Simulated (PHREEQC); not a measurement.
# Silver or lead bath: an equilibrium model

Dissolve 0.02 mol AgF, 0.00095 mol HNO3 and 0.046 mol Na2SO4 per kg of water at 6.6 °C. Closed to the air; pH follows from the charge balance.

Equilibrium calculation in PHREEQC: ion-association model, wateq4f.dat.

This is a speciation only: nothing precipitates in the calculation.

Q: Predict the pH.

A: pH 4.27.

Q: In which forms is F present?

A: F- 91 %, HF 3.8 %, AgF 2.5 %, NaF 2.5 % of the F.

At this temperature some constants are extrapolated from 25 °C, and those without enthalpy data are left unchanged.
